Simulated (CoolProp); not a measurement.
Carbonyl sulfide at several states: fugacity coefficient from the reference equation and from simpler models built on Tc = 105.6 °C, pc = 6369 kPa, ω = 0.098; each cubic takes its own stable root.

Values from CoolProp's reference Helmholtz-energy equation of state, Lemmon 2006. It is a short technical equation, of lower accuracy than the large ones.

```tsv
T (°C)	p (kPa)	phase	reference
102.55	9550	liquid	0.4692
85.65	623	gas	0.9616
70.95	2840	gas	0.8010
36.55	486	gas	0.9530
```

### Question
How far does each simpler model (van der Waals, Redlich-Kwong, Peng-Robinson) lie from the reference over these 4 states: mean and median of the absolute difference, and the worst?

### Answer
- van der Waals: mean 3.9 %, median 2.6 %, worst +10.0 % at 102.55 °C and 9550 kPa
- Redlich-Kwong: mean 0.7 %, median 0.3 %, worst +2.4 % at 102.55 °C and 9550 kPa
- Peng-Robinson: mean 1.2 %, median 1.1 %, worst -2.3 % at 102.55 °C and 9550 kPa
